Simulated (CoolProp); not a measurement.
A simple Rankine cycle with isohexane: condensing at 297.15 K, boiler at 0.347 MPa, turbine inlet 418 K, turbine efficiency 0.8, pump efficiency 0.8, no recuperator. Each further row changes one setting.

The numbers come from the reference Helmholtz-energy equation of state, Lemmon 2006 in CoolProp. It is a short technical equation, of lower accuracy than the large ones.

```csv
case,thermal efficiency (%),net work (kJ/kg),heat in (kJ/kg),turbine exit temperature (K),volume ratio over the turbine
as stated,(withheld),(withheld),572,378.1,12.5
turbine inlet 438 K,12.7,(withheld),618,398.3,(withheld)
condensing temperature 289.15 K,14.2,83.9,(withheld),(withheld),(withheld)
boiler pressure 0.243 MPa,11.3,65.2,576,384.3,8.64
turbine efficiency 0.7,11.3,64.9,572,382.7,12.6
```

**Question.** Complete the blanks.

**Answer.** 
- as stated, thermal efficiency (%): 13.0
- as stated, net work (kJ/kg): 74.3
- turbine inlet 438 K, net work (kJ/kg): 78.5
- turbine inlet 438 K, volume ratio over the turbine: 12.4
- condensing temperature 289.15 K, heat in (kJ/kg): 590
- condensing temperature 289.15 K, turbine exit temperature (K): 373.2
- condensing temperature 289.15 K, volume ratio over the turbine: 17.4
